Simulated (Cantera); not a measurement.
Adiabatic ignition

An adiabatic, constant-volume homogeneous reactor starts with CH4 : O2 : N2 : H2O = 1 : 3.08 : 11.6 : 0.88 (molar parts), at 1200 K and 1.38 atm.

Cantera simulation using GRI-Mech 3.0 (53 species, 325 reactions); the numbers are that mechanism's predictions, not measurements.

```csv
t (s),T (K),P (bar),x CH4,x O2,x H2O,x CH2CO,x HO2
1.00e-6,1200,1.40,0.0604,0.186,0.0531,<1e-12,7.28e-10
3.35e-6,1200,1.40,0.0604,0.186,0.0531,<1e-12,2.44e-9
1.12e-5,1200,1.40,0.0604,0.186,0.0531,<1e-12,8.16e-9
3.77e-5,1200,1.40,0.0604,0.186,0.0531,<1e-12,2.71e-8
0.000126,1200,1.40,0.0604,0.186,0.0531,<1e-12,8.86e-8
0.000423,1200,1.40,0.0604,0.186,0.0531,<1e-12,2.69e-7
0.00142,1200,1.40,0.0604,0.186,0.0531,<1e-12,5.83e-7
0.00475,1200,1.40,0.0603,0.186,0.0532,2.71e-10,9.32e-7
0.0159,1204,1.41,0.0597,0.186,0.0537,5.02e-8,3.77e-6
0.0534,2545,3.00,<1e-12,0.0589,0.163,<1e-12,1.04e-5
0.179,2545,3.00,<1e-12,0.0589,0.163,<1e-12,1.04e-5
0.600,2545,3.00,<1e-12,0.0589,0.163,<1e-12,1.04e-5
```
x: mole fraction; the columns are a selection and need not sum to one.

The time of steepest temperature rise is 29.2 ms and the temperature at 0.600 s is 2545 K. The equilibrium temperature is 2545 K. The x(CH4) at 0.600 s is <1e-12 (gas-phase equilibrium <1e-12) and the x(O2) at 0.600 s is 0.0589 (gas-phase equilibrium 0.0589). The x(H2O) at 0.600 s is 0.163 (gas-phase equilibrium 0.163).
